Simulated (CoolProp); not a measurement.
Vapour-liquid equilibrium of ethane (1) + propane (2) at 0.0509 MPa; x and y are mole fractions of (1).

The numbers come from the multi-fluid Helmholtz-energy mixture model, Bücker 2006 and Lemmon 2009; pair parameters Kunz 2012 in CoolProp.

```json
[
 {"x": "0.05", "bubble temperature, mixture model (K)": "[?]", "bubble temperature, Raoult's law (K)": "210.0", "y, mixture model": "0.308", "y, Raoult's law": "0.328"},
 {"x": "0.15", "bubble temperature, mixture model (K)": "201.3", "bubble temperature, Raoult's law (K)": "200.5", "y, mixture model": "0.629", "y, Raoult's law": "0.653"},
 {"x": "0.25", "bubble temperature, mixture model (K)": "[?]", "bubble temperature, Raoult's law (K)": "193.8", "y, mixture model": "0.780", "y, Raoult's law": "0.799"},
 {"x": "0.35", "bubble temperature, mixture model (K)": "[?]", "bubble temperature, Raoult's law (K)": "188.9", "y, mixture model": "[?]", "y, Raoult's law": "0.875"},
 {"x": "0.45", "bubble temperature, mixture model (K)": "185.9", "bubble temperature, Raoult's law (K)": "185.1", "y, mixture model": "0.912", "y, Raoult's law": "0.920"},
 {"x": "0.55", "bubble temperature, mixture model (K)": "[?]", "bubble temperature, Raoult's law (K)": "181.9", "y, mixture model": "0.944", "y, Raoult's law": "0.948"},
 {"x": "0.65", "bubble temperature, mixture model (K)": "179.8", "bubble temperature, Raoult's law (K)": "179.3", "y, mixture model": "0.965", "y, Raoult's law": "0.967"},
 {"x": "0.75", "bubble temperature, mixture model (K)": "[?]", "bubble temperature, Raoult's law (K)": "177.1", "y, mixture model": "0.980", "y, Raoult's law": "0.980"},
 {"x": "0.85", "bubble temperature, mixture model (K)": "175.3", "bubble temperature, Raoult's law (K)": "175.2", "y, mixture model": "0.990", "y, Raoult's law": "0.990"},
 {"x": "0.95", "bubble temperature, mixture model (K)": "173.5", "bubble temperature, Raoult's law (K)": "173.5", "y, mixture model": "0.997", "y, Raoult's law": "0.997"}
]
```

Question: What belongs in the gaps?

Answer: 
- 0.05, bubble temperature, mixture model (K): 210.4
- 0.25, bubble temperature, mixture model (K): 194.8
- 0.35, bubble temperature, mixture model (K): 189.9
- 0.35, y, mixture model: 0.862
- 0.55, bubble temperature, mixture model (K): 182.6
- 0.75, bubble temperature, mixture model (K): 177.4

The largest gap from Raoult's law is +1.0 K in bubble temperature, at x = 0.35. No azeotrope shows between x = 0.05 and 0.95.

The pair parameters rest on a limited set of measurements; away from them the model extrapolates.
